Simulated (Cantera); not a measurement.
Input (Python, Cantera) and output of one run.

```python
import numpy as np
import cantera as ct

gas_names = """
    H HNO HNO2 HNO3 HO2 H2 H2O H2O2 H2S H2SO4 N NH NH2 NH3 NH2OH NO NO2 NO3 N2 N2H2 N2H4 N2O O OH O2 O3
    S SH SN SO SO2 SO3 S2 S2O S8
""".split()
cond_names = """
    H2O(s) H2O(L) H2SO4(L) S(cr1) S(cr2) S(L)
""".split()


# ... load() reads the species with a 1 bar reference pressure and builds the phases ...
atoms = {
    'S': {'S': 1},
    'H2O': {'H': 2, 'O': 1},
    'N2': {'N': 2},
}
top_T = {}  # K; cautious upper limits of use, not melting points


# ... equilibrate(T, P, feed) seeds the gas with the atoms and calls Mixture.equilibrate('TP', solver="vcs", rtol=1e-11, max_steps=5000) ...
results = []
T = 1748  # K
P = 29000  # Pa
for m in [0.25, 0.69, 1.1, 1.6, 2, 2.5, 2.9, 3.4, 3.8, 4.2]:
    feed = {'S': 1, 'H2O': m, 'N2': 8}  # mol
    mix = equilibrate(T, P, feed)
    results.append((T, P, feed, dict(zip(mix.species_names, mix.species_moles))))
    x = sorted(zip(gas.X, gas.species_names), reverse=True)
    print(f"T = {T:g} K  P = {P:g} Pa  n(H2O) = {m:g} mol  gas = {mix.phase_moles(0):.4g} mol")
    print("   x: " + "  ".join(f"{s} {v:.3e}" for v, s in x if v > 0.0001))
    print("   condensed (mol): " + ("  ".join(f"{mix.phase(i).name} {mix.phase_moles(i):.4g}"
          for i in range(1, mix.n_phases) if mix.phase_moles(i) > 1e-12) or "none"))
```

Output:

```
T = 1748 K  P = 29000 Pa  n(H2O) = 0.25 mol  gas = 8.777 mol
   x: N2 9.114e-01  S2 5.121e-02  H2O 1.413e-02  H2 1.197e-02  SO2 6.159e-03  H2S 1.890e-03  SO 1.736e-03  SH 9.323e-04  S2O 2.960e-04  S 2.025e-04
   condensed (mol): none
T = 1748 K  P = 29000 Pa  n(H2O) = 0.69 mol  gas = 9.247 mol
   x: N2 8.651e-01  H2O 4.526e-02  S2 4.330e-02  H2 2.506e-02  SO2 1.326e-02  H2S 3.638e-03  SO 2.442e-03  SH 1.240e-03  S2O 3.830e-04  S 1.863e-04
   condensed (mol): none
T = 1748 K  P = 29000 Pa  n(H2O) = 1.1 mol  gas = 9.68 mol
   x: N2 8.265e-01  H2O 7.428e-02  S2 3.776e-02  H2 3.403e-02  SO2 1.810e-02  H2S 4.612e-03  SO 2.757e-03  SH 1.350e-03  S2O 4.037e-04  S 1.739e-04
   condensed (mol): none
T = 1748 K  P = 29000 Pa  n(H2O) = 1.6 mol  gas = 10.2 mol
   x: N2 7.839e-01  H2O 1.081e-01  H2 4.259e-02  S2 3.234e-02  SO2 2.265e-02  H2S 5.342e-03  SO 2.967e-03  SH 1.397e-03  S2O 4.021e-04  S 1.610e-04
   condensed (mol): none
T = 1748 K  P = 29000 Pa  n(H2O) = 2 mol  gas = 10.62 mol
   x: N2 7.531e-01  H2O 1.337e-01  H2 4.814e-02  S2 2.874e-02  SO2 2.556e-02  H2S 5.693e-03  SO 3.060e-03  SH 1.401e-03  S2O 3.910e-04  S 1.517e-04
   condensed (mol): none
T = 1748 K  P = 29000 Pa  n(H2O) = 2.5 mol  gas = 11.14 mol
   x: N2 7.178e-01  H2O 1.638e-01  H2 5.388e-02  SO2 2.852e-02  S2 2.494e-02  H2S 5.935e-03  SO 3.120e-03  SH 1.380e-03  S2O 3.714e-04  S 1.414e-04
   condensed (mol): none
T = 1748 K  P = 29000 Pa  n(H2O) = 2.9 mol  gas = 11.56 mol
   x: N2 6.920e-01  H2O 1.864e-01  H2 5.771e-02  SO2 3.047e-02  S2 2.234e-02  H2S 6.016e-03  SO 3.138e-03  SH 1.352e-03  S2O 3.534e-04  S 1.338e-04  H 1.019e-04
   condensed (mol): none
T = 1748 K  P = 29000 Pa  n(H2O) = 3.4 mol  gas = 12.08 mol
   x: N2 6.622e-01  H2O 2.130e-01  H2 6.174e-02  SO2 3.250e-02  S2 1.952e-02  H2S 6.017e-03  SO 3.133e-03  SH 1.307e-03  S2O 3.298e-04  S 1.251e-04  H 1.054e-04
   condensed (mol): none
T = 1748 K  P = 29000 Pa  n(H2O) = 3.8 mol  gas = 12.5 mol
   x: N2 6.402e-01  H2O 2.330e-01  H2 6.446e-02  SO2 3.384e-02  S2 1.756e-02  H2S 5.958e-03  SO 3.113e-03  SH 1.267e-03  S2O 3.109e-04  S 1.186e-04  H 1.077e-04
   condensed (mol): none
T = 1748 K  P = 29000 Pa  n(H2O) = 4.2 mol  gas = 12.91 mol
   x: N2 6.197e-01  H2O 2.520e-01  H2 6.681e-02  SO2 3.497e-02  S2 1.581e-02  H2S 5.860e-03  SO 3.083e-03  SH 1.224e-03  S2O 2.922e-04  S 1.126e-04  H 1.097e-04
   condensed (mol): none
```

Method: chemical equilibrium by Gibbs-energy minimisation in Cantera with the NASA 1993 tables (ideal gas, pure condensed phases).
